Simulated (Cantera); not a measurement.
Charge: 1 mol BCl3, 1.6 mol NH3, equilibrated at 1.00 Torr.

Method: chemical equilibrium by Gibbs-energy minimisation in Cantera with the NASA 1993 tables (ideal gas, pure condensed phases). Candidate condensed phases: B, BN, NH4Cl; 21 gas species. Rates play no part.

Task: At 923 K, list the 3 most abundant gas species with their mole fractions, and the condensed phases.

Result: HCl 0.714, H2 0.214, N2 0.0714. Condensed: BN(s).
